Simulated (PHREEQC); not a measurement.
# Alkaline etch or developer: an equilibrium model

Dissolve 69 mmol/kgw TMAH and 0.0047 mmol/kgw H4SiO4 at 25 °C. Closed to the air; pH follows from the charge balance.

Model: ion-association model, phreeqc.dat, run in PHREEQC.

No solid was allowed to form.

What pH does the model give?

pH 12.73.

In which forms is Si present?

H3SiO4- 60 %, H2SiO4-2 40 % of the Si.

(CH3)4N+ isn't in the database: it is added as a free cation with an ion size of 4 Å.
